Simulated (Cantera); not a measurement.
A freely propagating, adiabatic, planar premixed flame of 46.0 % H₂, 11.5 % O₂, 39.1 % N₂, 3.36 % H₂O, equivalence ratio 2.0, unburnt at 698 K and 34000 Pa; multicomponent+Soret transport, grid criteria slope 0.08 and curve 0.16, no radiation.

Detailed kinetics in Cantera: the H2/O2 subset of GRI-Mech 3.0, which has no nitrogen chemistry. Burning velocities carry a grid error of a few per cent, more on coarse grids.

Task: Predict: laminar burning velocity; thermal thickness; peak x(H₂O₂); peak x(OH); peak x(O).

Result: 
- laminar burning velocity: 1040 cm/s
- thermal thickness: 1.90 mm
- peak x(H₂O₂): 9.61e-7
- peak x(OH): 0.00726
- peak x(O): 0.00539
